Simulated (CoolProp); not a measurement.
Vapour-liquid equilibrium of R1234yf (1) + R134a (2) at 224.7 K; x and y are mole fractions of (1).

The numbers come from the multi-fluid Helmholtz-energy mixture model, Lemmon 2022 and Tillner-Roth 1994; pair parameters Bell 2022 in CoolProp.

```
x     bubble pressure (MPa)  y at the bubble point  dew pressure at overall composition x (MPa)  liquid density (mol/L)
----  ---------------------  ---------------------  -------------------------------------------  ----------------------
0.05                    [?]                  0.081                                      0.03291                   13.97
0.15                0.03528                  0.216                                      0.03434                   13.65
0.25                0.03682                  0.328                                          [?]                     [?]
0.35                0.03804                  0.425                                      0.03711                     [?]
0.45                0.03901                  0.512                                      0.03834                   12.80
0.55                0.03975                    [?]                                      0.03936                   12.54
0.65                0.04028                  0.678                                          [?]                   12.30
0.75                0.04061                    [?]                                      0.04058                   12.07
0.85                0.04073                  0.850                                      0.04073                   11.84
0.95                0.04061                  0.947                                      0.04061                   11.63
```

Question: What belongs in the gaps?

Answer: 
- 0.05, bubble pressure (MPa): 0.03335
- 0.25, dew pressure at overall composition x (MPa): 0.03575
- 0.25, liquid density (mol/L): 13.35
- 0.35, liquid density (mol/L): 13.07
- 0.55, y at the bubble point: 0.596
- 0.65, dew pressure at overall composition x (MPa): 0.04012
- 0.75, y at the bubble point: 0.762

y crosses x between x = 0.85 and 0.95: the model has an azeotrope there.

The pair parameters rest on a limited set of measurements; away from them the model extrapolates.
